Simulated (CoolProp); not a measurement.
Vapour-liquid equilibrium of R134a (1) + R152A (2) at 334.1 K; x and y are mole fractions of (1).

Model: multi-fluid Helmholtz-energy mixture model, Tillner-Roth 1994 and Outcalt 1996; pair parameters Lemmon 2004, in CoolProp.

Give the bubble pressure and the first vapour's composition at x = 0.2, 0.35, 0.65. Is there an azeotrope?

x = 0.2: 1.556 MPa, y = 0.209; x = 0.35: 1.577 MPa, y = 0.365; x = 0.65: 1.633 MPa, y = 0.669. No azeotrope shows between x = 0.05 and 0.95.

The pair parameters rest on a limited set of measurements; away from them the model extrapolates.
